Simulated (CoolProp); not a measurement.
50 sccm (0 °C, 1 atm) of nitrogen bubbles through liquid decamethylcyclopentasiloxane (D5) at 355 K and leaves saturated at a total pressure of 0.017 MPa (ideal gas phase). Each further row changes one setting.

Computed with CoolProp (reference Helmholtz-energy equation of state, Thol 2019).

```json
[
 {"case": "as stated", "vapour pressure (kPa)": "0.994", "mole fraction of vapour": "0.0584", "delivery (mg/min)": "51.3", "delivery (sccm)": "3.10", "change of delivery for a bath 1 K warmer (%)": "5.9"},
 {"case": "bath temperature 360 K", "vapour pressure (kPa)": "1.30", "mole fraction of vapour": "0.0763", "delivery (mg/min)": "68.4", "delivery (sccm)": "4.13", "change of delivery for a bath 1 K warmer (%)": "5.8"},
 {"case": "total pressure 0.034 MPa", "vapour pressure (kPa)": "0.994", "mole fraction of vapour": "0.0292", "delivery (mg/min)": "24.9", "delivery (sccm)": "1.51", "change of delivery for a bath 1 K warmer (%)": "5.8"}
]
```
